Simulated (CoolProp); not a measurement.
The numbers come from the reference Helmholtz-energy equation of state, Lemmon 2006 in CoolProp. It is a short technical equation, of lower accuracy than the large ones.

Problem. For carbon monoxide, give the phase and the Z, cp (kJ/(kg K)), speed of sound (m/s), expansivity (1/kK) at 142.6 K and 37.5 bar; 142.6 K and 56.2 bar; 142.6 K and 62.5 bar.

Solution. 
- 142.6 K and 37.5 bar: supercritical; Z 0.623, cp 2.81, speed of sound 207, expansivity 30.7
- 142.6 K and 56.2 bar: supercritical; Z 0.360, cp 6.06, speed of sound 248, expansivity 58.1
- 142.6 K and 62.5 bar: supercritical; Z 0.356, cp 4.54, speed of sound 291, expansivity 37.0
